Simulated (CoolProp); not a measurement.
R236EA along the isobar 541 kPa: fugacity coefficient from the reference equation and from simpler models built on Tc = 139.3 °C, pc = 3414 kPa, ω = 0.368; each cubic takes its own stable root.

Values from CoolProp's reference Helmholtz-energy equation of state, Rui 2013.

```tsv
T (°C)	phase	reference
53.95	liquid	0.8317
59.65	gas	0.8817
65.25	gas	0.8888
70.95	gas	0.8955
76.55	gas	0.9015
82.25	gas	0.9071
87.95	gas	0.9124
93.55	gas	0.9171
99.25	gas	0.9217
104.85	gas	0.9258
110.55	gas	0.9297
116.25	gas	0.9334
121.85	gas	0.9368
127.55	gas	0.9400
133.15	gas	0.9429
138.85	gas	0.9457
```

How far does each simpler model (van der Waals, Redlich-Kwong, Soave-Redlich-Kwong, Peng-Robinson) lie from the reference over these 16 states: mean and median of the absolute difference, and the worst?


- van der Waals: mean 2.8 %, median 2.1 %, worst +10.5 % at 53.95 °C and 541 kPa
- Redlich-Kwong: mean 1.3 %, median 0.8 %, worst +7.9 % at 53.95 °C and 541 kPa
- Soave-Redlich-Kwong: mean 0.5 %, median 0.3 %, worst +2.0 % at 53.95 °C and 541 kPa
- Peng-Robinson: mean 0.4 %, median 0.4 %, worst -0.5 % at 138.85 °C and 541 kPa

At some of these states van der Waals, Redlich-Kwong gives the other phase, because its saturation line lies elsewhere.
